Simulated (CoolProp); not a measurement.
The numbers come from the reference Helmholtz-energy equation of state, Schroeder 2014 in CoolProp.

### Question
Give the vapour pressure (bar), vapour Z, surface tension (mN/m), liquid viscosity (µPa s) of saturated ethanol at 18.75, 109.65 °C.

### Answer
| T (°C) | p (bar) | vapour Z | surface tension (mN/m) | liquid viscosity (µPa s) |
|---|---|---|---|---|
| 18.75 | 0.0545 | 0.996 | 22.5 | 1220 |
| 109.65 | 3.09 | 0.933 | 13.6 | 285 |

Viscosity comes from a separate model (Kiselev 2005). Surface tension comes from a separate correlation (Mulero 2012).
